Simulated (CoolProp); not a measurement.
A single-stage vapour-compression cycle with the fluid: evaporating at 278.15 K (dew point), condensing at 335.15 K (bubble point), superheat 2 K, subcooling 0 K, compressor efficiency 0.75, no pressure losses. The same conditions are run with several fluids, on thermodynamics alone (safety and materials aside).

Computed with CoolProp (reference Helmholtz-energy equation of state of each fluid (n-butane: Bücker 2006; isobutane: Bücker 2006; R1336mzz(E): Akasaka 2023; R236FA: Pan 2012; c-C4F8 (RC318): Platzer 1990; R1132(E): Akasaka 2024)). The equations of Platzer and Polt are older, rougher fits.

```tsv
fluid	cooling COP	pressure ratio	discharge temperature (K)	refrigerating effect (kJ/kg)	volumetric capacity (kJ/m³)
n-butane	2.73	5.39	340.6	241	785
isobutane	2.61	4.87	339.3	210	1040
R1336mzz(E)	2.47	6.68	335.1	84.7	562
R236FA	2.46	6.10	335.1	85.7	780
c-C4F8 (RC318)	2.07	5.64	335.1	49.2	701
R1132(E)	2.15	4.11	368.0	130	4010
```

The compression ends wet for: R1336mzz(E); R236FA; c-C4F8 (RC318).
